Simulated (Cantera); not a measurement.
Standard-state values (1 bar) from the NASA 1993 polynomials, evaluated with Cantera. Values are per mole of reaction as written; species without (g) are pure solids or liquids, kept so even where they would boil at 1 bar.

### Question
Between 825 and 1025 K, where is each reaction favourable under standard conditions?
- S₂(g) + 4 F₂(g) ⇌ 2 SF₄(g)
- 2 S ⇌ S₂(g)
- 2 F₂(g) + H₂S(g) ⇌ SF₄(g) + H₂(g)

### Answer
- S₂(g) + 4 F₂(g) ⇌ 2 SF₄(g): ΔG° is -1295 kJ at 825 K and -1210 kJ at 1025 K; it stays negative (K > 1). ΔH° is -1642 kJ and ΔS° -422 J/K at 1025 K.
- 2 S ⇌ S₂(g): ΔG° is 7 kJ at 825 K and -17 kJ at 1025 K; it changes sign between 875 and 925 K. ΔH° is 102 kJ and ΔS° 116 J/K at 1025 K.
- 2 F₂(g) + H₂S(g) ⇌ SF₄(g) + H₂(g): ΔG° is -598 kJ at 825 K and -565 kJ at 1025 K; it stays negative (K > 1). ΔH° is -731 kJ and ΔS° -162 J/K at 1025 K.
